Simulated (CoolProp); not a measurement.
Saturation properties of R143a.

Model: reference Helmholtz-energy equation of state, Lemmon and Jacobsen 2000, in CoolProp.

```json
[
 {"T (°C)": "-92.35", "p (MPa)": "0.006325", "liquid cp (kJ/(kg K))": "1.230", "liquid viscosity (µPa s)": "364", "liquid conductivity (mW/(m K))": "125"},
 {"T (°C)": "-75.55", "p (MPa)": "0.02113", "liquid cp (kJ/(kg K))": "1.259", "liquid viscosity (µPa s)": "293", "liquid conductivity (mW/(m K))": "116"},
 {"T (°C)": "-58.85", "p (MPa)": "0.05646", "liquid cp (kJ/(kg K))": "1.296", "liquid viscosity (µPa s)": "244", "liquid conductivity (mW/(m K))": "107"},
 {"T (°C)": "-42.05", "p (MPa)": "0.1288", "liquid cp (kJ/(kg K))": "1.339", "liquid viscosity (µPa s)": "207", "liquid conductivity (mW/(m K))": "99.2"},
 {"T (°C)": "-25.35", "p (MPa)": "0.2579", "liquid cp (kJ/(kg K))": "1.391", "liquid viscosity (µPa s)": "178", "liquid conductivity (mW/(m K))": "91.5"},
 {"T (°C)": "-8.55", "p (MPa)": "0.4705", "liquid cp (kJ/(kg K))": "1.455", "liquid viscosity (µPa s)": "153", "liquid conductivity (mW/(m K))": "84.3"},
 {"T (°C)": "8.15", "p (MPa)": "0.7925", "liquid cp (kJ/(kg K))": "1.540", "liquid viscosity (µPa s)": "132", "liquid conductivity (mW/(m K))": "77.3"},
 {"T (°C)": "24.95", "p (MPa)": "1.260", "liquid cp (kJ/(kg K))": "1.668", "liquid viscosity (µPa s)": "112", "liquid conductivity (mW/(m K))": "70.5"}
]
```

It boils at -47.2 °C under 1 atm.

Viscosity comes from a separate model (Klein 1997), an estimate that may be off by 10 % or more. Thermal conductivity comes from a separate model (McLinden 2000), an estimate that may be off by 10 % or more.
